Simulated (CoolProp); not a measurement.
Vapour-liquid equilibrium of propylene (1) + n-hexane (2) at 325.4 K; x and y are mole fractions of (1).

Model: multi-fluid Helmholtz-energy mixture model, Lemmon 2013 and Thol 2019; pair parameters Bell 2016, in CoolProp.

```json
[
 {"x": "0.05", "bubble pressure (MPa)": "0.1789", "y at the bubble point": "0.672", "dew pressure at overall composition x (MPa)": "0.06170", "liquid density (mol/L)": "7.454"},
 {"x": "0.125", "bubble pressure (MPa)": "0.3303", "y at the bubble point": "0.824", "dew pressure at overall composition x (MPa)": "0.06704", "liquid density (mol/L)": "7.690"},
 {"x": "0.2", "bubble pressure (MPa)": "0.4614", "y at the bubble point": "0.877", "dew pressure at overall composition x (MPa)": "0.07336", "liquid density (mol/L)": "7.939"},
 {"x": "0.275", "bubble pressure (MPa)": "0.5836", "y at the bubble point": "0.905", "dew pressure at overall composition x (MPa)": "0.08099", "liquid density (mol/L)": "8.199"},
 {"x": "0.35", "bubble pressure (MPa)": "0.7046", "y at the bubble point": "0.924", "dew pressure at overall composition x (MPa)": "0.09036", "liquid density (mol/L)": "8.472"},
 {"x": "0.425", "bubble pressure (MPa)": "0.8294", "y at the bubble point": "0.939", "dew pressure at overall composition x (MPa)": "0.1022", "liquid density (mol/L)": "8.757"},
 {"x": "0.5", "bubble pressure (MPa)": "0.9619", "y at the bubble point": "0.950", "dew pressure at overall composition x (MPa)": "0.1175", "liquid density (mol/L)": "9.053"},
 {"x": "0.575", "bubble pressure (MPa)": "1.104", "y at the bubble point": "0.960", "dew pressure at overall composition x (MPa)": "0.1382", "liquid density (mol/L)": "9.357"},
 {"x": "0.65", "bubble pressure (MPa)": "1.258", "y at the bubble point": "0.969", "dew pressure at overall composition x (MPa)": "0.1676", "liquid density (mol/L)": "9.667"},
 {"x": "0.725", "bubble pressure (MPa)": "1.424", "y at the bubble point": "0.976", "dew pressure at overall composition x (MPa)": "0.2129", "liquid density (mol/L)": "9.975"},
 {"x": "0.8", "bubble pressure (MPa)": "1.603", "y at the bubble point": "0.983", "dew pressure at overall composition x (MPa)": "0.2911", "liquid density (mol/L)": "10.27"},
 {"x": "0.875", "bubble pressure (MPa)": "1.795", "y at the bubble point": "0.990", "dew pressure at overall composition x (MPa)": "0.4556", "liquid density (mol/L)": "10.53"},
 {"x": "0.95", "bubble pressure (MPa)": "2.003", "y at the bubble point": "0.996", "dew pressure at overall composition x (MPa)": "0.9566", "liquid density (mol/L)": "10.72"}
]
```

No azeotrope shows between x = 0.05 and 0.95.

The pair parameters rest on a limited set of measurements; away from them the model extrapolates. The gap from Raoult's law changes sign with composition, which may be real or a fault of the pair parameters; it wasn't checked against measurements.
